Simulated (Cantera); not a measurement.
Si + Br2 (silicon etching in halogen gases)

Input: 1 mol Si, a varied amount of Br2, equilibrated at 400 °C and 100 Torr.

Cantera equilibrium calculation (NASA polynomials, part measured and part estimated; ideal gas, pure solids and liquids). Candidate condensed phases: Br2, Si; 9 gas species. Kinetics and transport are ignored.

| n(Br2) (mol) | x SiBr4 | x Br2 | x Br | x SiBr3 | x SiBr2 | n Si(s) |
|---|---|---|---|---|---|---|
| 0.66 | 1.000 | <1e-12 | 2.32e-12 | 8.14e-6 | 6.87e-7 | 0.670 |
| 0.79 | 1.000 | <1e-12 | 2.32e-12 | 8.14e-6 | 6.87e-7 | 0.605 |
| 0.95 | 1.000 | <1e-12 | 2.32e-12 | 8.14e-6 | 6.87e-7 | 0.525 |
| 1.1 | 1.000 | <1e-12 | 2.32e-12 | 8.14e-6 | 6.87e-7 | 0.450 |
| 1.4 | 1.000 | <1e-12 | 2.32e-12 | 8.14e-6 | 6.87e-7 | 0.300 |
| 1.7 | 1.000 | <1e-12 | 2.32e-12 | 8.14e-6 | 6.87e-7 | 0.150 |
| 2 | 1.00 | 2.39e-9 | 2.57e-9 | 7.34e-9 | <1e-12 | 0 |
| 2.4 | 0.714 | 0.286 | 2.81e-5 | <1e-12 | <1e-12 | 0 |
| 2.9 | 0.526 | 0.474 | 3.62e-5 | <1e-12 | <1e-12 | 0 |
x: gas mole fraction; n: condensed amount in mol.

From 0.66 mol Br2 to 1.7 mol Br2 the condensed part is Si(s). From 2 mol Br2 to 2.9 mol Br2 nothing is condensed. The main Si-bearing gas is SiBr4 throughout.
